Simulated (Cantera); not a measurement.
SiH₄ + N₂O + H₂ (silicon oxide and oxynitride deposition)

Charge: 1 mol SiH₄, a varied amount of N₂O, 0.68 mol H₂, equilibrated at 2048.15 K and 0.350 bar.

Method: chemical equilibrium by Gibbs-energy minimisation in Cantera with the NASA 1993 tables (ideal gas, pure condensed phases). Candidate condensed phases: H₂O, Si, SiO₂, Si₂N₂O, Si₃N₄; 35 gas species. The tables hold silica as quartz up to 1696 K and as liquid above; real silica turns to tridymite and cristobalite and melts near 1996 K. Gases not in the tables: Si(OH)₄. The numbers say what is thermodynamically allowed, not how fast it happens.

```csv
n(N₂O) (mol),x N₂,x H₂,x H₂O,x O₂,x SiO,x NO,x OH,n SiO₂(l)
1.9,0.402,0.558,0.00815,1.03e-10,0.0293,1.38e-7,4.50e-6,0.861
3.1,0.535,0.271,0.190,2.38e-7,0.000610,7.66e-6,0.000151,0.996
4.3,0.615,0.0543,0.329,1.77e-5,7.08e-5,7.08e-5,0.000582,0.999
5.6,0.638,0.000944,0.303,0.0499,1.33e-6,0.00382,0.00407,1.000
6.8,0.641,0.000562,0.251,0.0967,9.58e-7,0.00534,0.00437,1.000
8,0.644,0.000413,0.214,0.130,8.26e-7,0.00620,0.00435,1.000
9.2,0.646,0.000330,0.187,0.155,7.57e-7,0.00678,0.00424,1.000
10,0.647,0.000292,0.172,0.168,7.26e-7,0.00707,0.00416,1.000
12,0.650,0.000227,0.144,0.194,6.76e-7,0.00761,0.00394,1.000
13,0.650,0.000204,0.133,0.204,6.59e-7,0.00781,0.00383,1.000
14,0.651,0.000186,0.123,0.213,6.46e-7,0.00798,0.00373,1.000
15,0.652,0.000171,0.115,0.220,6.35e-7,0.00812,0.00364,1.000
17,0.653,0.000147,0.102,0.233,6.18e-7,0.00835,0.00347,1.000
```
x: gas mole fraction; n: condensed amount in mol.

From 1.9 mol N₂O to 17 mol N₂O the condensed part is SiO₂(l).
